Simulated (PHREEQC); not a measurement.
Spent oxide etchant

Make-up at 50 °C: 0.00064 mol NH4HF2, 0.002 mol H2SiF6 and 0.00036 mol HBF4 per kg of water. Closed to the air; pH follows from the charge balance.

Computed with PHREEQC (ion-association model, phreeqc.dat).

This is a speciation only: nothing precipitates in the calculation.

Q: Estimate the pH.

A: pH 2.54.

Q: In which forms is F present?

A: SiF6-2 56 %, HF 33 %, F- 5.2 %, BF4- 4.4 % of the F.

The solution is supersaturated, for example in Quartz (slow to form), Chalcedony (slow to form), so a real one may precipitate; this is no full list. Away from 25 °C the constants follow the database's enthalpies or fits; those with neither stay at their 25 °C values. SiF6-2 is the database's only silicon fluoride. Real BF4- forms and hydrolyses slowly; the run takes it at equilibrium.
